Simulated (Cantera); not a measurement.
Mixture: 4.56 % CH4, 0.301 % CO, 20.0 % O2, 75.2 % N2, equivalence ratio 0.46, at 0.622 atm, adiabatic and at constant pressure. Ignition delay is the time to a rise of 400 K.

Detailed kinetics in Cantera: GRI-Mech 3.0 (53 species, 325 reactions).

### Question
Predict: delay at 1098 K; delay at 1298 K; delay at 1498 K; delay at 1698 K; delay at 1898 K; apparent activation energy between 1698 and 1898 K.

### Answer
| Quantity | Value |
|---|---|
| delay at 1098 K | 0.223 s |
| delay at 1298 K | 11.6 ms |
| delay at 1498 K | 1.35 ms |
| delay at 1698 K | 0.307 ms |
| delay at 1898 K | 0.102 ms |
| apparent activation energy between 1698 and 1898 K | 150 kJ/mol |
